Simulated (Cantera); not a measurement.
A perfectly stirred reactor is fed with NH₃ : H₂ = 1 : 2.9 (molar parts), at 0.230 bar; it is held at 1850 K, and followed from long to short residence time.

Model: the gas-phase N/H chemistry of the illustrative SiF4/NH3 mechanism in the Surface Chemkin manual (1991), integrated in Cantera. Walls and surfaces, which speed up NH3 decomposition in real reactors, are not modelled.

Problem. What does this change do: temperature 1850 to 1273 K?

Solution. 
```
quantity                  before     after
----------------------  --------  --------
x(NH₃) at τ = 1.20 s       0.117     0.256
x(H₂) at τ = 1.20 s        0.827     0.744
x(N) at τ = 1.20 s       1.96e-7    <1e-12
x(H) at τ = 1.20 s      0.000362   1.04e-6
x(N₂H₂) at τ = 1.20 s    2.18e-7  8.02e-10
x(NH₃) at τ = 0.110 s      0.230     0.256
x(H₂) at τ = 0.110 s       0.759     0.744
x(N) at τ = 0.110 s      1.89e-7    <1e-12
x(H) at τ = 0.110 s     0.000265   2.85e-7
x(N₂H₂) at τ = 0.110 s   4.97e-7  6.40e-11
```
